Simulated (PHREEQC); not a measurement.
A solution holds 0.1 mol HCl, 0.16 mol CuSO4 and 3.4e-05 mol Fe2(SO4)3 per kg of water, at 25 °C. Closed to the air; pH follows from the charge balance.

Equilibrium calculation in PHREEQC: ion-association model, phreeqc.dat.

The pH comes out as 1.45. The ionic strength is 0.397 mol/kgw and the activity of water comes out as 0.993. The specific conductance is 29100 µS/cm and the density is 1.023 g/cm³. The total alkalinity comes out as -100 meq/kg.

| species | molality | activity | log γ |
|---|---|---|---|
| Cu+2 | 0.0978 | 0.0261 | -0.573 |
| Cl- | 0.0932 | 0.0620 | -0.177 |
| CuSO4 | 0.0555 | 0.0608 | 0.040 |
| HSO4- | 0.0539 | 0.0394 | -0.136 |
| SO4-2 | 0.0506 | 0.0114 | -0.647 |
| H+ | 0.0461 | 0.0356 | -0.112 |

Precipitation was switched off in this run.
